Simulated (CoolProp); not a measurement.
R236EA at several states: fugacity coefficient from the reference equation and from simpler models built on Tc = 139.3 °C, pc = 3.414 MPa, ω = 0.368; each cubic takes its own stable root.

Computed with CoolProp (reference Helmholtz-energy equation of state, Rui 2013).

```csv
T (°C),p (MPa),phase,reference,Redlich-Kwong,Soave-Redlich-Kwong,Peng-Robinson
85.45,0.0483,gas,0.9919,0.9928,0.9923,0.9916
122.15,6,liquid,0.3433,0.3767,0.3584,0.3408
2.25,0.325,liquid,0.2577,0.5761,0.2589,0.2600
```
